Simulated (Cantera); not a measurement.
**Adiabatic ignition**

An adiabatic, constant-volume homogeneous reactor starts with CO : H₂ : O₂ : N₂ = 1 : 0.7 : 2.83 : 26.6 (molar parts), equivalence ratio 0.30, at 1823 K and 518 Torr.

Model: GRI-Mech 3.0 (53 species, 325 reactions), integrated in Cantera.

| t (s) | T (K) | P (bar) | x CO | x H₂ | x O₂ | x H₂O | x N₂O |
|---|---|---|---|---|---|---|---|
| 2.00e-6 | 1823 | 0.690 | 0.0321 | 0.0225 | 0.0909 | 1.25e-7 | 7.71e-12 |
| 8.89e-6 | 1823 | 0.690 | 0.0321 | 0.0225 | 0.0909 | 1.30e-5 | 8.14e-11 |
| 3.95e-5 | 1833 | 0.693 | 0.0276 | 0.00168 | 0.0719 | 0.0156 | 1.30e-7 |
| 0.000175 | 1936 | 0.729 | 0.0123 | 0.00169 | 0.0630 | 0.0147 | 2.70e-7 |
| 0.000780 | 2131 | 0.793 | 0.00712 | 0.000961 | 0.0640 | 0.0183 | 4.01e-7 |
| 0.00346 | 2266 | 0.837 | 0.00217 | 0.000265 | 0.0645 | 0.0211 | 4.89e-7 |
| 0.0154 | 2281 | 0.842 | 0.00141 | 0.000174 | 0.0642 | 0.0216 | 4.29e-7 |
| 0.0684 | 2275 | 0.839 | 0.00137 | 0.000170 | 0.0629 | 0.0216 | 4.29e-7 |
| 0.304 | 2265 | 0.835 | 0.00131 | 0.000163 | 0.0611 | 0.0217 | 4.38e-7 |
| 1.35 | 2263 | 0.835 | 0.00130 | 0.000162 | 0.0608 | 0.0217 | 4.40e-7 |
| 6.00 | 2263 | 0.835 | 0.00130 | 0.000162 | 0.0608 | 0.0217 | 4.40e-7 |
x: mole fraction; the columns are a selection and need not sum to one.

```yaml
time_of_steepest_temperature_rise: 34.8 µs
temperature at 6.00 s: 2263 K
equilibrium_temperature: 2263 K
x(CO) at 6.00 s: 0.00130 (gas-phase equilibrium 0.00130)
x(H₂) at 6.00 s: 0.000162 (gas-phase equilibrium 0.000162)
x(O₂) at 6.00 s: 0.0608 (gas-phase equilibrium 0.0608)
```
